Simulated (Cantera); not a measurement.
Charge: 1 mol CH₃SiCl₃, 0.019 mol C₂H₄, 300 mol H₂, 1.7 mol HCl, at 25.0 mbar.

These are equilibrium values from Cantera (NASA tables, ideal gas, pure condensed phases), not measurements of a reactor. Candidate condensed phases: C, C₆H₆, C₇H₈, C₈H₁₈, Si, SiC; 109 gas species. The feed counts by its element totals alone. The tables' values for SiCl are old estimates; treat these amounts as uncertain. Gases not in the tables: Si₂H₆ and higher silanes. Equilibrium is a limit: real reactors are often held back by kinetics, nucleation or transport. All values below are at 1998 K.

Base state: H₂ 0.974, HCl 0.0151, H 0.0100, C₂H₂ (acetylene) 0.000200, Si 0.000178, Cl 0.000116, SiCl₂ 5.87e-5, SiH 1.89e-5 (mole fractions); condensed: SiC(s).

### Question
What changes in the equilibrium state with this change: CH₃SiCl₃ replaced by (CH₃)₂SiCl₂?

### Answer
```json
[
 {"species": "H₂", "before": "0.974", "after": "0.977"},
 {"species": "HCl", "before": "0.0151", "after": "0.0119"},
 {"species": "H", "before": "0.0100", "after": "0.0100"},
 {"species": "C₂H₂ (acetylene)", "before": "0.000200", "after": "0.000741"},
 {"species": "Si", "before": "0.000178", "after": "9.26e-5"},
 {"species": "SiCl₂", "before": "5.87e-5", "after": "1.90e-5"},
 {"species": "SiCl", "before": "1.29e-5", "after": "5.29e-6"},
 {"species": "SiC(s), mol", "before": "0.911", "after": "0.957"},
 {"species": "C(graphite), mol", "before": "0", "after": "0.619"}
]
```
